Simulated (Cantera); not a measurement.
An adiabatic, constant-volume homogeneous reactor starts with CH₄ : H₂ : O₂ : N₂ = 1 : 0.15 : 6.48 : 24.4 (molar parts), at 1600 K and 5.00 bar.

Model: GRI-Mech 3.0 (53 species, 325 reactions), integrated in Cantera.

### Question
Predict: time of steepest temperature rise; temperature at 2.00 s; equilibrium temperature; x(H₂) at 2.00 s; x(O₂) at 2.00 s; x(HO₂) at 2.00 s.

### Answer
```json
{
 "time_of_steepest_temperature_rise": "61.5 µs",
 "temperature at 2.00 s": "2401 K",
 "equilibrium_temperature": "2401 K",
 "x(H₂) at 2.00 s": "0.000238 (gas-phase equilibrium 0.000238)",
 "x(O₂) at 2.00 s": "0.129 (gas-phase equilibrium 0.129)",
 "x(HO₂) at 2.00 s": "1.01e-5 (gas-phase equilibrium 1.01e-5)"
}
```
